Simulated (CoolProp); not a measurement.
The fluid at 298.15 K and 2.19 MPa is throttled through a valve to 1.26 MPa with no heat exchange. The same conditions are run with several fluids, on thermodynamics alone (safety and materials aside).

Model: reference Helmholtz-energy equation of state of each fluid (oxygen: Schmidt 1985; ethylene: Smukala 2000; C2F6 (R116): Lemmon 2006; hydrogen chloride: Thol 2018; dry air: Lemmon 2000), in CoolProp. Blends and air are pseudo-pure fits.

| fluid | temperature change (K) | final density (kg/m³) |
|---|---|---|
| oxygen | -2.4 | 16.5 |
| ethylene | -10.4 | 16.1 |
| C2F6 (R116) | -10.9 | 87.7 |
| hydrogen chloride | -14.9 | 21.5 |
| dry air | -2.0 | 14.9 |
